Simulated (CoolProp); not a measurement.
A simple Rankine cycle with n-perfluoropentane: condensing at 321.15 K, boiler at 1.34 MPa, turbine inlet 499 K, turbine efficiency 0.75, pump efficiency 0.6, no recuperator. Each further row changes one setting.

Values from CoolProp's reference Helmholtz-energy equation of state, Gao 2022.

```
case                             thermal efficiency (%)  net work (kJ/kg)  heat in (kJ/kg)  turbine exit temperature (K)  volume ratio over the turbine
-------------------------------  ----------------------  ----------------  ---------------  ----------------------------  -----------------------------
as stated                                           7.2              17.9              249                           ___                           7.42
condensing temperature 313.15 K                     7.9              20.4              257                           ___                           9.62
boiler pressure 0.938 MPa                           ___              15.1              251                         479.8                           5.04
turbine efficiency 0.65                             6.2              15.3              249                         477.0                           7.46
```

**Question.** Complete the blanks.

**Answer.** 
- as stated, turbine exit temperature (K): 474.5
- condensing temperature 313.15 K, turbine exit temperature (K): 471.7
- boiler pressure 0.938 MPa, thermal efficiency (%): 6.0
